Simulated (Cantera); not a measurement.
Cantera with NASA thermochemical tables; ideal gases at 1 bar, condensed phases pure. Values are per mole of reaction as written; species without (g) are pure solids or liquids, kept so even where they would boil at 1 bar.

**Question.** Between 523 and 1323 K, where is each reaction favourable under standard conditions?
- Fe2O3 + 3 N2O(g) ⇌ 2 Fe + 6 NO(g)

**Answer.** 
- Fe2O3 + 3 N2O(g) ⇌ 2 Fe + 6 NO(g): ΔG° is 830 kJ at 523 K and 392 kJ at 1323 K; it stays positive (K < 1). ΔH° is 1103 kJ and ΔS° 538 J/K at 1323 K.
